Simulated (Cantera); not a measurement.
Input (Python, Cantera) and output of one run.

```python
import numpy as np
import cantera as ct

gas_names = """
    C CO CO2 C2 C2O C3 C3O2 C4 C5 Ca CaO Ca2 O O2 O3
""".split()
cond_names = """
    C(gr) Ca(a) Ca(b) Ca(L) CaCO3(caL) CaO(s) CaO(L)
""".split()


def load(file, names, dense=False):
    # The tables refer to 1 bar. Condensed volumes are neglected.
    table = {s.name: s for s in ct.Species.list_from_file(file)}
    out = []
    for n in names:
        d = dict(table[n].input_data)
        d["thermo"] = dict(d["thermo"], **{"reference-pressure": 1e5})
        if dense:
            d["equation-of-state"] = {"model": "constant-volume", "density": "1e6 g/cm^3"}
        out.append(ct.Species.from_dict(d))
    return out


gas = ct.Solution(thermo="ideal-gas", species=load("nasa_gas.yaml", gas_names))
cond = {s.name: ct.Solution(thermo="fixed-stoichiometry", species=[s], name=s.name)
        for s in load("nasa_condensed.yaml", cond_names, dense=True)}
atoms = {
    'CaCO3': {'Ca': 1, 'C': 1, 'O': 3},
    'C': {'C': 1},
    'O2': {'O': 2},
}
top_T = {'C(gr)': 4500}  # K; cautious upper limits of use, not melting points


def equilibrate(T, P, feed):
    n = {}
    for name, mol in feed.items():
        for a, k in atoms[name].items():
            n[a] = n.get(a, 0.0) + k * mol
    gas.TPX = T, P, n
    mass = sum(n.values()) * gas.mean_molecular_weight
    gas.equilibrate("TP")
    valid = [c for c in cond.values() if c.min_temp <= T <= top_T.get(c.name, c.max_temp)]
    mix = ct.Mixture([(gas, mass / gas.mean_molecular_weight)] + [(c, 0.0) for c in valid])
    mix.T, mix.P = T, P
    mix.equilibrate("TP", solver="vcs", rtol=1e-11, max_steps=5000)
    return mix


results = []
feed = {'CaCO3': 1, 'C': 0.25, 'O2': 1.3}  # mol
P = 100000  # Pa
for T in [648, 698, 748, 798, 848, 898, 948, 998, 1048, 1098, 1148]:
    mix = equilibrate(T, P, feed)
    results.append((T, P, feed, dict(zip(mix.species_names, mix.species_moles))))

top = {s: max(r[3][s] / sum(r[3][g] for g in gas_names) for r in results) for s in gas_names}
cols = sorted((s for s in top if top[s] > 0.0001), key=lambda s: -top[s])[:8]
seen = [c for c in cond_names if any(r[3].get(c, 0) > 1e-12 for r in results)]
print("log10 of partial pressures in bar; condensed amounts in mol")
print(f"{'T/K':>10s}" + "".join(f"{s[:9]:>10s}" for s in cols + seen))
for T, P, feed, n in results:
    ng = sum(n[g] for g in gas_names)
    print(f"{T:10.4g}" + "".join(f"{np.log10(max(n[s] / ng * P / 1e5, 1e-99)):10.3f}" for s in cols)
          + "".join(f"{n.get(c, 0):10.4g}" for c in seen))
```

Output:

```
log10 of partial pressures in bar; condensed amounts in mol
       T/K        O2       CO2 CaCO3(caL    CaO(s)
       648    -0.093    -0.716         1         0
       698    -0.093    -0.716         1         0
       748    -0.093    -0.716         1         0
       798    -0.093    -0.716         1         0
       848    -0.093    -0.716         1         0
       898    -0.093    -0.716         1         0
       948    -0.093    -0.716         1         0
       998    -0.093    -0.716         1         0
      1048    -0.093    -0.716         1         0
      1098    -0.180    -0.469    0.7095    0.2905
      1148    -0.341    -0.265         0         1
```

Equilibrium computed with Cantera from the NASA thermochemical tables; the gas is ideal and each condensed phase is pure. Mutual solubility and eutectic melting of coexisting phases are not modelled.
